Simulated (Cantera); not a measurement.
A closed system holds: 1 mol Si₂H₆, 9.6 mol N₂, at 1250 °C and 0.100 bar.

Equilibrium computed with Cantera from the NASA thermochemical tables; the gas is ideal and each condensed phase is pure. Candidate condensed phases: Si, Si₃N₄; 18 gas species. The feed counts by its element totals alone. Equilibrium is a limit: real reactors are often held back by kinetics, nucleation or transport.

Base state: N₂ 0.734, H₂ 0.266, H 3.77e-5 (mole fractions); condensed: Si₃N₄(s).

Q: What changes in the equilibrium state with this change: Si₂H₆ replaced by SiCl₄?

A: 
```csv
species,before,after
N₂,0.734,0.904
SiCl₄,0,0.0925
Cl,0,0.00166
H₂,0.266,0
SiCl₃,0,0.00161
SiCl₂,0,8.36e-5
"Si₃N₄(s), mol",0.667,0
```
The tables' values for SiCl₃ are old estimates; treat these amounts as uncertain.
